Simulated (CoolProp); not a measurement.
The numbers come from the reference Helmholtz-energy equation of state, Lemmon 2006 in CoolProp. It is a short technical equation, of lower accuracy than the large ones.

Problem. For C3F8 (R218), give the phase and the density (kg/m³), Joule-Thomson coefficient (K/MPa), isothermal compressibility (1/MPa), expansivity (1/kK) at 214.1 K and 8.36 bar; 390.3 K and 61.4 bar; 184.9 K and 0.142 bar.

Solution. 
- 214.1 K and 8.36 bar: liquid; density 1700, Joule-Thomson coefficient -0.345, isothermal compressibility 0.00206, expansivity 2.14
- 390.3 K and 61.4 bar: supercritical; density 740, Joule-Thomson coefficient 3.70, isothermal compressibility 0.161, expansivity 13.0
- 184.9 K and 0.142 bar: liquid; density 1800, Joule-Thomson coefficient -0.407, isothermal compressibility 0.00137, expansivity 1.94
